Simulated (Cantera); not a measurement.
Ignition delay

Mixture: 3.68 % C₃H₈, 20.2 % O₂, 76.1 % N₂, equivalence ratio 0.91, at 8.10 bar, adiabatic and at constant volume. Ignition delay is the time to a rise of 400 K.

Model: GRI-Mech 3.0 (53 species, 325 reactions), integrated in Cantera. GRI-Mech 3.0 was tuned for natural gas; its chemistry of propane as a main component is partial and can be far from experiment.

```csv
T0 (K),delay (ms)
1050,32.1
1125,7.56
1200,1.83
1275,0.479
1350,0.143
1425,0.0498
1500,0.0205
1575,0.00979
```

```yaml
apparent activation energy between 1425 and 1575 K: 200 kJ/mol
```
